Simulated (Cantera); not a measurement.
Input (Python, Cantera):

```python
import numpy as np
import cantera as ct

gas = ct.Solution("gri30.yaml")
gas.TPX = 1475, 66000, {'CH4': 1, 'CO2': 0.96, 'H2': 0.24}
reactor = ct.IdealGasConstPressureReactor(gas, energy="off", clone=False)
net = ct.ReactorNet([reactor])
net.rtol, net.atol = 1e-08, 1e-18
show = ['CH4', 'CO2', 'H2', 'C2H4', 'CO', 'C2H6']
times = np.geomspace(3e-05, 100, 9)

steps = ct.SolutionArray(gas, extra=["t"])
rows = []
print(f"{'t/s':>10s}{'T/K':>9s}{'P/Pa':>11s}" + "".join(f"{s:>11s}" for s in show))
for t in times:
    while net.time < t:
        t_next = net.step()
        steps.append(gas.state, t=t_next)
    rows.append([np.interp(t, steps.t, y) for y in (steps.T, steps.P, *steps(*show).X.T)])
    print(f"{t:10.3e}{rows[-1][0]:9.1f}{rows[-1][1]:11.4g}" + "".join(f"{x:11.3e}" for x in rows[-1][2:]))
rate = np.gradient(steps.T, steps.t)
print("integrator steps:", len(steps.t))
if steps.T.max() > steps.T[0] + 200:
    print(f"time of steepest temperature rise: {steps.t[rate.argmax()]:.4e} s")
gas.TPX = 1475, 66000, {'CH4': 1, 'CO2': 0.96, 'H2': 0.24}
gas.equilibrate("TP")
print(f"equilibrium (TP): T = {gas.T:.1f} K  " + "  ".join(f"{s} {gas[s].X[0]:.3e}" for s in show))
```

Result:

```
       t/s      T/K       P/Pa        CH4        CO2         H2       C2H4         CO       C2H6
 3.000e-05   1475.0    6.6e+04  4.545e-01  4.364e-01  1.091e-01  6.727e-10  9.360e-08  5.540e-09
 1.961e-04   1475.0    6.6e+04  4.545e-01  4.364e-01  1.091e-01  1.990e-07  2.784e-06  1.401e-06
 1.282e-03   1475.0    6.6e+04  4.542e-01  4.363e-01  1.092e-01  1.736e-05  6.190e-05  8.145e-05
 8.379e-03   1475.0    6.6e+04  4.521e-01  4.354e-01  1.100e-01  4.915e-04  7.012e-04  4.843e-04
 5.477e-02   1475.0    6.6e+04  4.343e-01  4.256e-01  1.201e-01  3.641e-03  6.188e-03  5.842e-04
 3.580e-01   1475.0    6.6e+04  3.385e-01  3.569e-01  1.723e-01  4.258e-03  4.645e-02  3.440e-04
 2.340e+00   1475.0    6.6e+04  1.159e-01  1.287e-01  2.329e-01  6.344e-03  2.141e-01  6.694e-05
 1.530e+01   1475.0    6.6e+04  4.921e-02  5.739e-02  3.397e-01  6.460e-03  3.180e-01  1.857e-05
 1.000e+02   1475.0    6.6e+04  3.614e-02  2.238e-02  4.411e-01  2.688e-03  4.132e-01  8.604e-06
integrator steps: 1304
equilibrium (TP): T = 1475.0 K  CH4 7.920e-03  CO2 7.771e-06  H2 5.259e-01  C2H4 1.007e-04  CO 4.652e-01  C2H6 3.661e-07
```

Detailed kinetics in Cantera: GRI-Mech 3.0 (53 species, 325 reactions).
